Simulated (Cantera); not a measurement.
A closed system holds: 1 mol SiC, 4.2 mol CO2, 8.8 mol H2, held at 998 K and 1 atm.

Cantera equilibrium calculation (NASA polynomials, part measured and part estimated; ideal gas, pure solids and liquids). Candidate condensed phases: C, C6H6, C7H8, C8H18, H2O, Si, SiC, SiO2; 123 gas species. Rates play no part.

Base state: H2 0.541, CO 0.305, H2O 0.0684, CO2 0.0559, CH4 0.0290 (mole fractions); condensed: C(graphite) + SiO2(β-quartz).

Question: What changes in the equilibrium state with this change: pressure from 1 atm to 0.0100 bar?

Answer: 
```csv
species,before,after
H2,0.541,0.582
CO,0.305,0.333
H2O,0.0684,0.0469
CH4,0.0290,5.56e-6
CO2,0.0559,0.0388
"C(graphite), mol",0.0563,0
"SiO2(β-quartz), mol",1.00,1.00
```
